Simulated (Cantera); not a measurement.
CH₃SiH₃ + C₂H₄ + H₂ (silicon carbide growth)

Charge: 1 mol CH₃SiH₃, 0.027 mol C₂H₄, 2.8 mol H₂, at 2325 K and 3.75 Torr.

Equilibrium computed with Cantera from the NASA thermochemical tables; the gas is ideal and each condensed phase is pure. Candidate condensed phases: C, C₆H₆, C₇H₈, C₈H₁₈, Si, SiC; 87 gas species. The feed counts by its element totals alone. Gases not in the tables: Si₂H₆ and higher silanes. Equilibrium is a limit: real reactors are often held back by kinetics, nucleation or transport.

x(H₂): 0.811
x(H): 0.140
x(Si): 0.0357
x(SiC₂): 0.00537
x(C₂H₂ (acetylene)): 0.00396
x(Si₂C): 0.00313
x(SiH): 0.000799
x(Si₂): 0.000111
x(SiH₂): 6.47e-5
n(C(graphite)): 0.229 mol
n(SiC(s)): 0.680 mol
gas amount: 6.613 mol
log10 activity of Si(l) (absent): -0.81
